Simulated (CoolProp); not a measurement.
Values from CoolProp's reference Helmholtz-energy equation of state, de Reuck 1990.

Q: For fluorine, give the phase and the density (kg/m³), cp (kJ/(kg K)), speed of sound (m/s), fugacity coefficient at -185.95 °C and 4390 kPa; -125.15 °C and 4390 kPa; -33.95 °C and 4390 kPa.

A: 
- -185.95 °C and 4390 kPa: liquid; density 1500, cp 1.50, speed of sound 824, fugacity coefficient 0.0328
- -125.15 °C and 4390 kPa: gas; density 205, cp 1.83, speed of sound 179, fugacity coefficient 0.749
- -33.95 °C and 4390 kPa: gas; density 88.2, cp 0.886, speed of sound 266, fugacity coefficient 0.951
